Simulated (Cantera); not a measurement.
A diamond (100) surface in a fixed gas of H2 with x(CH4) = 0.012, x(H) = 0.024, x(CH3) = 7.1e-05, at 1423 K; coverages are run to steady state.

Computed with Cantera and the Harris–Goodwin 1993 mechanism for the reconstructed diamond (100) surface.

θ: site fractions in the mechanism's names (c6HH fully hydrogenated, c6H* and c6*H radical sites, c6** diradical, c6HM methylated).

| P (Pa) | growth (µm/h) | θ c6HH | θ c6H* | θ c6*H | θ c6** | θ c6HM |
|---|---|---|---|---|---|---|
| 630 | 0.0768 | 0.317 | 0.0622 | 0.551 | 0.0705 | 2.06e-6 |
| 1100 | 0.168 | 0.317 | 0.0622 | 0.551 | 0.0705 | 3.82e-6 |
| 2000 | 0.367 | 0.317 | 0.0622 | 0.550 | 0.0705 | 7.25e-6 |
| 3500 | … | 0.317 | 0.0623 | 0.550 | 0.0705 | … |
| 6200 | 1.55 | 0.317 | 0.0624 | 0.550 | 0.0705 | 2.28e-5 |
| 11000 | … | 0.317 | 0.0626 | 0.550 | 0.0706 | … |
| 20000 | 7.57 | 0.317 | 0.0630 | 0.549 | 0.0707 | 6.67e-5 |
| 35000 | 16.9 | 0.317 | 0.0637 | 0.548 | 0.0710 | 0.000104 |

Q: Some entries are withheld; supply them.

A: 
- 3500, growth (µm/h): 0.747
- 3500, θ c6HM: 1.29e-5
- 11000, growth (µm/h): 3.30
- 11000, θ c6HM: 3.93e-5
